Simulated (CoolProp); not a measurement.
Model: reference Helmholtz-energy equation of state, Wu 2011, in CoolProp.

### Question
For dimethyl ether, give the phase and the cv (kJ/(kg K)), speed of sound (m/s), Joule-Thomson coefficient (K/MPa) at 168.55 °C and 38.2 kPa; 168.55 °C and 298 kPa; 168.55 °C and 8000 kPa.

### Answer
- 168.55 °C and 38.2 kPa: gas; cv 1.68, speed of sound 297, Joule-Thomson coefficient 6.64
- 168.55 °C and 298 kPa: gas; cv 1.68, speed of sound 294, Joule-Thomson coefficient 6.71
- 168.55 °C and 8000 kPa: supercritical; cv 1.97, speed of sound 203, Joule-Thomson coefficient 7.49
